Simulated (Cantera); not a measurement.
Mixture: 17.9 % H₂, 11.5 % O₂, 60.8 % N₂, 9.84 % H₂O, equivalence ratio 0.78, at 10.0 bar, adiabatic and at constant pressure. Ignition delay is the time to a rise of 400 K.

Cantera simulation using GRI-Mech 3.0 (53 species, 325 reactions); the numbers are that mechanism's predictions, not measurements. The hydrogen kinetics of GRI-Mech 3.0 are dated; newer H2 mechanisms differ, most at raised pressure. Where the delays flatten at high temperature, the 400 K rule measures the pace of heat release, not the induction time.

**Question.** Predict: delay at 1250 K; delay at 1400 K; delay at 1550 K; delay at 1700 K.

**Answer.** 
```
Item                Value
---------------  --------
delay at 1250 K  0.103 ms
delay at 1400 K   5.68 µs
delay at 1550 K   2.12 µs
delay at 1700 K   1.32 µs
```
